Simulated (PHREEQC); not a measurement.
Dissolve 0.0068 mol KH2PO4 per kg of water at 27 °C. Closed to the air; pH follows from the charge balance.

Equilibrium calculation in PHREEQC: ion-association model, wateq4f.dat.

Precipitation was switched off in this run.

Q: Predict the pH, ionic strength.

A: pH 4.78; ionic strength 0.00685 mol/kgw.

H3PO4, which wateq4f.dat lacks, is added to it with the constant of phreeqc.dat.
